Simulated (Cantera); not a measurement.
**Stirred combustor or abatement burner**

A perfectly stirred reactor is fed with 8.15 % CH4, 23.0 % O2, 68.9 % N2, equivalence ratio 0.71, at 17.0 bar; it is adiabatic with a 448 K inlet, and is followed from long to short residence time, starting on the burning branch (τ in s: 0.15, 0.081, 0.044, 0.024, 0.013, 0.0068, 0.0037, 0.002, 0.0011, 0.00058, 0.00031, 0.00017, 9e-05).

Model: GRI-Mech 3.0 (53 species, 325 reactions), integrated in Cantera. The pressure lies above the range GRI-Mech 3.0 was tuned for (to about 10 atm).

| τ (s) | T (K) | x CH4 | x O2 | x CH2CO | x OH | x CH2O | x H2O | x CO2 |
|---|---|---|---|---|---|---|---|---|
| 0.15 | 2173 | 2.88e-7 | 0.0646 | 1.26e-11 | 0.00209 | 4.17e-8 | 0.162 | 0.0810 |
| 0.081 | 2175 | 5.27e-7 | 0.0650 | 2.44e-11 | 0.00211 | 7.67e-8 | 0.162 | 0.0810 |
| 0.044 | 2177 | 9.57e-7 | 0.0654 | 4.82e-11 | 0.00214 | 1.40e-7 | 0.162 | 0.0810 |
| 0.024 | 2178 | 1.73e-6 | 0.0658 | 9.94e-11 | 0.00216 | 2.55e-7 | 0.162 | 0.0810 |
| 0.013 | 2179 | 3.15e-6 | 0.0661 | 2.21e-10 | 0.00218 | 4.65e-7 | 0.162 | 0.0809 |
| 0.0068 | 2179 | 5.90e-6 | 0.0663 | 5.57e-10 | 0.00222 | 8.76e-7 | 0.162 | 0.0809 |
| 0.0037 | 2178 | 1.05e-5 | 0.0664 | 1.43e-9 | 0.00227 | 1.57e-6 | 0.161 | 0.0807 |
| 0.0020 | 2176 | 1.86e-5 | 0.0666 | 3.89e-9 | 0.00234 | 2.80e-6 | 0.161 | 0.0805 |
| 0.0011 | 2172 | 3.17e-5 | 0.0668 | 1.04e-8 | 0.00246 | 4.83e-6 | 0.161 | 0.0801 |
| 0.00058 | 2166 | 5.46e-5 | 0.0671 | 2.94e-8 | 0.00265 | 8.42e-6 | 0.161 | 0.0795 |
| 0.00031 | 2157 | 9.08e-5 | 0.0676 | 7.81e-8 | 0.00289 | 1.42e-5 | 0.160 | 0.0785 |
| 0.00017 | 2143 | 0.000146 | 0.0684 | 1.94e-7 | 0.00317 | 2.31e-5 | 0.160 | 0.0770 |
| 9.0e-5 | 2120 | 0.000245 | 0.0697 | 5.02e-7 | 0.00344 | 3.86e-5 | 0.159 | 0.0745 |
x: mole fraction; the columns are a selection and need not sum to one.
